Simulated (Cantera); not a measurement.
## Thermal oxidation and active oxidation of silicon: Si + O₂ + N₂

Feed: 1 mol Si, 0.2 mol O₂, 530 mol N₂, equilibrated at 1.33 mbar.

Equilibrium computed with Cantera from the NASA thermochemical tables; the gas is ideal and each condensed phase is pure. Candidate condensed phases: Si, SiO₂, Si₂N₂O, Si₃N₄; 16 gas species. N₂ is the only nitrogen source here; it is nearly inert below about 1500 K, so the nitride shown seldom forms there in practice. Mutual solubility and eutectic melting of coexisting phases are not modelled. The tables' values for SiN are old estimates; treat these amounts as uncertain. Kinetics and transport are ignored.

| T (K) | log p N₂ | log p Si | log p SiO | log p Si₂N | log p SiN | log p Si₂ | n Si₂N₂O(s) | n Si₃N₄(s) | n Si(l) |
|---|---|---|---|---|---|---|---|---|---|
| 1098 | -2.88 | <-14 | -13.96 | <-14 | <-14 | <-14 | 0.400 | 0.0667 | 0 |
| 1198 | -2.88 | <-14 | -11.64 | <-14 | <-14 | <-14 | 0.400 | 0.0667 | 0 |
| 1298 | -2.88 | -12.69 | -9.69 | <-14 | -13.59 | <-14 | 0.400 | 0.0667 | 0 |
| 1398 | -2.88 | -10.70 | -8.02 | -13.30 | -11.83 | <-14 | 0.396 | 0.0679 | 0 |
| 1498 | -2.88 | -8.98 | -6.57 | -11.10 | -10.30 | -12.85 | 0.294 | 0.102 | 0 |
| 1598 | -2.88 | -7.47 | -6.00 | -9.19 | -8.97 | -10.52 | 0 | 0.195 | 0 |
| 1698 | -2.88 | -6.18 | -6.00 | -7.58 | -7.84 | -8.54 | 0 | 0 | 0.309 |
| 1798 | -2.88 | -5.84 | -6.00 | -7.76 | -7.63 | -8.39 | 0 | 0 | 0 |
| 1898 | -2.88 | -5.83 | -6.00 | -8.50 | -7.74 | -8.85 | 0 | 0 | 0 |
| 1998 | -2.88 | -5.83 | -6.00 | -9.18 | -7.85 | -9.27 | 0 | 0 | 0 |
| 2098 | -2.88 | -5.83 | -6.00 | -9.81 | -7.94 | -9.65 | 0 | 0 | 0 |
log p: log10 of the partial pressure in bar; n: condensed amount in mol.

From 1098 K to 1498 K the condensed part is Si₂N₂O(s) + Si₃N₄(s). At 1598 K the condensed part is Si₃N₄(s). At 1698 K the condensed part is Si(l). From 1798 K to 2098 K nothing is condensed.
